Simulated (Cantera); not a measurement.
What does this Cantera script print?

```python
import numpy as np
import cantera as ct

gas = ct.Solution("gri30.yaml")
gas.TPX = 675, 200000, {'CH4': 1, 'O2': 2.74, 'N2': 10.3, 'H2': 0.54}
flame = ct.FreeFlame(gas, width=0.025)
flame.set_refine_criteria(ratio=3, slope=0.08, curve=0.16)
flame.transport_model = "mixture-averaged"
flame.solve(loglevel=0, auto=True)
z, T = flame.grid, flame.T
thick = (T[-1] - T[0]) / np.gradient(T, z).max()
show = ['CH4', 'O2', 'HCN', 'O', 'N2O', 'H2O2']
print(f"laminar burning velocity  {flame.velocity[0] * 100:.3f} cm/s")
print(f"burnt temperature         {T[-1]:.1f} K")
print(f"thermal thickness         {thick * 1e3:.4f} mm")
print(f"grid points               {len(z)}")
z0 = z[flame.heat_release_rate.argmax()]
print(f"{'z/mm':>9s}{'T/K':>9s}{'u/(m/s)':>9s}" + "".join(f"{s:>11s}" for s in show))
rows = []
for k in (-3, -2, -1.5, -1, -0.5, -0.25, 0, 0.25, 0.5, 1, 2, 4, 8):
    zz = z0 + k * thick
    rows.append([k * thick, np.interp(zz, z, T), np.interp(zz, z, flame.velocity),
                 *(np.interp(zz, z, flame.X[gas.species_index(s)]) for s in show)])
    print(f"{rows[-1][0] * 1e3:9.3f}{rows[-1][1]:9.1f}{rows[-1][2]:9.3f}" + "".join(f"{x:11.3e}" for x in rows[-1][3:]))
```

Output:

```
laminar burning velocity  154.950 cm/s
burnt temperature         2310.5 K
thermal thickness         0.1695 mm
grid points               139
     z/mm      T/K  u/(m/s)        CH4         O2        HCN          O        N2O       H2O2
   -0.509    675.2    1.549  6.861e-02  1.880e-01  1.142e-11  2.753e-12  7.006e-13  1.874e-08
   -0.339    677.2    1.552  6.857e-02  1.881e-01  2.375e-10  3.458e-10  1.588e-11  2.882e-07
   -0.254    683.5    1.565  6.831e-02  1.880e-01  1.243e-09  5.846e-09  8.768e-11  1.223e-06
   -0.170    721.1    1.650  6.640e-02  1.860e-01  1.091e-08  1.896e-07  8.399e-10  6.918e-06
   -0.085   1000.0    2.296  5.124e-02  1.649e-01  1.617e-07  1.869e-05  1.459e-08  2.731e-05
   -0.042   1356.6    3.133  3.024e-02  1.315e-01  5.065e-07  1.814e-04  4.916e-08  1.778e-05
    0.000   1724.8    4.007  8.128e-03  8.799e-02  1.176e-06  1.236e-03  1.259e-07  1.975e-06
    0.042   1895.8    4.407  7.246e-04  6.050e-02  1.093e-06  3.803e-03  2.328e-07  7.906e-07
    0.085   1958.7    4.538  3.422e-05  5.027e-02  4.457e-07  5.159e-03  3.141e-07  6.333e-07
    0.170   2035.3    4.688  9.882e-08  4.419e-02  5.136e-08  4.968e-03  3.733e-07  5.035e-07
    0.339   2124.7    4.865  1.031e-11  4.040e-02  1.252e-09  3.713e-03  4.138e-07  3.699e-07
    0.678   2209.1    5.032  3.907e-17  3.761e-02  6.715e-12  2.285e-03  4.673e-07  2.698e-07
    1.356   2269.6    5.149  4.827e-18  3.567e-02  1.758e-12  1.301e-03  4.874e-07  2.177e-07
```

Cantera simulation using GRI-Mech 3.0 (53 species, 325 reactions); the numbers are that mechanism's predictions, not measurements. Burning velocities carry a grid error of a few per cent, more on coarse grids.
